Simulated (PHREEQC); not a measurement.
A solution holds 2.1 mol/kgw Na2CO3, 0.86 mol/kgw KCl and 0.0011 mol/kgw H4SiO4, at 20 °C. Closed to the air; pH follows from the charge balance.

All values are PHREEQC results (Pitzer model, pitzer.dat), not measurements.

This is a speciation only: nothing precipitates in the calculation.

Q: Estimate the pH, density.

A: pH 11.97; density 1.216 g/cm³.

Q: In which forms is Si present?

A: H2SiO4-2 62 %, H3SiO4- 38 % of the Si.

In brines, pH and single-ion activities rest on the MacInnes convention.
